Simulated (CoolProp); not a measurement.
Vapour-liquid equilibrium of acetone (1) + toluene (2) at 345.5 K; x and y are mole fractions of (1).

The numbers come from the multi-fluid Helmholtz-energy mixture model, Lemmon 2006 and Lemmon 2006; pair parameters Bell 2016 in CoolProp.

| x | bubble pressure (bar) | y at the bubble point | dew pressure at overall composition x (bar) | liquid density (mol/L) |
|---|---|---|---|---|
| 0.05 | 0.4203 | 0.323 | 0.3106 | 8.999 |
| 0.15 | 0.6262 | 0.582 | 0.3435 | 9.271 |
| 0.25 | 0.7930 | 0.698 | 0.3841 | 9.561 |
| 0.35 | 0.9349 | 0.768 | 0.4353 | 9.870 |
| 0.45 | 1.062 | 0.818 | 0.5017 | 10.20 |
| 0.55 | 1.180 | 0.858 | 0.5908 | 10.56 |
| 0.65 | 1.295 | 0.892 | 0.7148 | 10.94 |
| 0.75 | 1.411 | 0.924 | 0.8945 | 11.36 |
| 0.85 | 1.529 | 0.955 | 1.156 | 11.81 |
| 0.95 | 1.651 | 0.985 | 1.511 | 12.30 |

No azeotrope shows between x = 0.05 and 0.95.

The pair parameters rest on a limited set of measurements; away from them the model extrapolates.
